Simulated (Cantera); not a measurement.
## Reactions in the system C-O

Source: NASA polynomial tables (part measured, part estimated), evaluated in Cantera. Values are per mole of reaction as written; species without (g) are pure solids or liquids, kept so even where they would boil at 1 bar.

CO2(g) = 2 O(g) + C

```tsv
T (K)	ΔH° (kJ)	ΔS° (J/K)	ΔG° (kJ)	log10 K
300	891.9	114.2	857.6	-149.32
625	896.1	123.8	818.7	-68.42
775	897.8	126.2	799.9	-53.91
925	899.3	128.0	780.9	-44.09
1075	900.6	129.4	761.5	-37.00
1225	901.9	130.5	742.1	-31.64
1375	903.1	131.4	722.4	-27.44
1525	904.2	132.2	702.6	-24.07
1675	905.3	132.9	682.8	-21.29
1825	906.3	133.4	662.8	-18.97
```

3 CO2(g) = 3 C + 2 O3(g)

```
T (K)  ΔH° (kJ)  ΔS° (J/K)  ΔG° (kJ)  log10 K
-----  --------  ---------  --------  -------
300      1464.1     -146.2    1508.0  -262.56
625      1464.9     -145.2    1555.6  -130.01
775      1466.7     -142.6    1577.2  -106.30
925      1468.6     -140.3    1598.5   -90.26
1075     1470.6     -138.3    1619.3   -78.68
1225     1472.4     -136.8    1640.0   -69.93
1375     1474.1     -135.5    1660.4   -63.08
1525     1476.1     -134.1    1680.6   -57.56
1675     1478.6     -132.5    1700.6   -53.03
1825     1481.9     -130.7    1720.4   -49.24
```

O(g) + C = CO(g)

| T (K) | ΔH° (kJ) | ΔS° (J/K) | ΔG° (kJ) | log10 K |
|---|---|---|---|---|
| 300 | -359.7 | 30.9 | -369.0 | 64.24 |
| 625 | -361.4 | 27.4 | -378.5 | 31.63 |
| 775 | -362.6 | 25.6 | -382.5 | 25.78 |
| 925 | -364.0 | 24.0 | -386.2 | 21.81 |
| 1075 | -365.4 | 22.6 | -389.7 | 18.93 |
| 1225 | -366.8 | 21.4 | -393.0 | 16.76 |
| 1375 | -368.2 | 20.3 | -396.1 | 15.05 |
| 1525 | -369.7 | 19.3 | -399.1 | 13.67 |
| 1675 | -371.1 | 18.4 | -401.9 | 12.53 |
| 1825 | -372.5 | 17.6 | -404.6 | 11.58 |

3 CO(g) = 3 C + O3(g)

```json
[
 {"T (K)": "300", "ΔH° (kJ)": "473.3", "ΔS° (J/K)": "-336.9", "ΔG° (kJ)": "574.4", "log10 K": "-100.01"},
 {"T (K)": "625", "ΔH° (kJ)": "472.4", "ΔS° (J/K)": "-340.7", "ΔG° (kJ)": "685.3", "log10 K": "-57.27"},
 {"T (K)": "775", "ΔH° (kJ)": "474.5", "ΔS° (J/K)": "-337.5", "ΔG° (kJ)": "736.1", "log10 K": "-49.61"},
 {"T (K)": "925", "ΔH° (kJ)": "477.3", "ΔS° (J/K)": "-334.3", "ΔG° (kJ)": "786.5", "log10 K": "-44.41"},
 {"T (K)": "1075", "ΔH° (kJ)": "480.5", "ΔS° (J/K)": "-331.1", "ΔG° (kJ)": "836.4", "log10 K": "-40.64"},
 {"T (K)": "1225", "ΔH° (kJ)": "483.7", "ΔS° (J/K)": "-328.3", "ΔG° (kJ)": "885.9", "log10 K": "-37.77"},
 {"T (K)": "1375", "ΔH° (kJ)": "487.0", "ΔS° (J/K)": "-325.7", "ΔG° (kJ)": "934.9", "log10 K": "-35.52"},
 {"T (K)": "1525", "ΔH° (kJ)": "490.7", "ΔS° (J/K)": "-323.2", "ΔG° (kJ)": "983.6", "log10 K": "-33.69"},
 {"T (K)": "1675", "ΔH° (kJ)": "494.6", "ΔS° (J/K)": "-320.8", "ΔG° (kJ)": "1031.9", "log10 K": "-32.18"},
 {"T (K)": "1825", "ΔH° (kJ)": "499.1", "ΔS° (J/K)": "-318.2", "ΔG° (kJ)": "1079.8", "log10 K": "-30.91"}
]
```
